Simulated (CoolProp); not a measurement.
Vapour-liquid equilibrium of propane (1) + R236FA (2) at -29.75 °C; x and y are mole fractions of (1).

Model: multi-fluid Helmholtz-energy mixture model, Lemmon 2009 and Pan 2012; pair parameters Bell 2016, in CoolProp.

| x | bubble pressure, mixture model (MPa) | bubble pressure, Raoult's law (MPa) | y, mixture model | y, Raoult's law |
|---|---|---|---|---|
| 0.05 | 0.06614 | 0.03354 | 0.612 | 0.253 |
| 0.2 | 0.1346 | 0.05501 | 0.824 | 0.616 |
| 0.35 | 0.1565 | 0.07647 | 0.857 | 0.776 |
| 0.5 | 0.1610 | 0.09794 | 0.864 | 0.865 |
| 0.65 | 0.1625 | 0.1194 | 0.867 | 0.923 |
| 0.8 | 0.1662 | 0.1409 | 0.885 | 0.963 |
| 0.95 | 0.1701 | 0.1623 | 0.952 | 0.992 |

The largest gap from Raoult's law is +144.7 % in bubble pressure, at x = 0.2. No azeotrope shows between x = 0.05 and 0.95.

Pair parameters are fitted to limited data, so mixtures are less certain than the pure fluids. With so large a gap from Raoult's law the liquid may split in two, which this calculation doesn't test in full.
